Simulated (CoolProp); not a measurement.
A simple Rankine cycle with R365MFC: condensing at 323.15 K, boiler at 0.544 MPa, turbine inlet 499 K, turbine efficiency 0.7, pump efficiency 0.6, no recuperator. Each further row changes one setting.

Values from CoolProp's reference Helmholtz-energy equation of state, Lemmon 2016.

```tsv
case	thermal efficiency (%)	net work (kJ/kg)	heat in (kJ/kg)	turbine exit temperature (K)	volume ratio over the turbine
as stated	6.2	24.2	390	[?]	3.79
condensing temperature 315.15 K	[?]	29.2	401	473.4	4.96
boiler pressure 0.381 MPa	4.6	18.1	391	[?]	2.65
turbine efficiency 0.6	5.3	[?]	390	480.3	[?]
```

### Question
Complete the blanks.

### Answer

- as stated, turbine exit temperature (K): 477.5
- condensing temperature 315.15 K, thermal efficiency (%): 7.3
- boiler pressure 0.381 MPa, turbine exit temperature (K): 483.4
- turbine efficiency 0.6, net work (kJ/kg): 20.7
- turbine efficiency 0.6, volume ratio over the turbine: 3.81
